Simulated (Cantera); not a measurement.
Charge: 1 mol Hg, 0.16 mol O2, 23 mol H2, at 1000 K and 0.133 bar.

Cantera equilibrium calculation (NASA polynomials, part measured and part estimated; ideal gas, pure solids and liquids). Candidate condensed phases: H2O, Hg, HgO; 10 gas species. Rates play no part.

Base state: H2 0.945, Hg 0.0417, H2O 0.0133 (mole fractions); condensed: gas only.

**Question.** What changes in the equilibrium state with this change: 0.51 mol NH3 added?

**Answer.** 
```tsv
species	before	after
H2	0.945	0.937
Hg	0.0417	0.0400
H2O	0.0133	0.0128
N2	0	0.0102
```

**Question.** What changes in the equilibrium state with this change: Hg replaced by PbO?

**Answer.** 
```json
[
 {"species": "H2", "before": "0.945", "after": "0.942"},
 {"species": "H2O", "before": "0.0133", "after": "0.0574"},
 {"species": "Pb", "before": "0", "after": "0.000121"},
 {"species": "Hg", "before": "0.0417", "after": "0"},
 {"species": "Pb(l), mol", "before": "0", "after": "0.997"}
]
```
Further candidate phases: Pb, PbO, PbO2, Pb3O4.
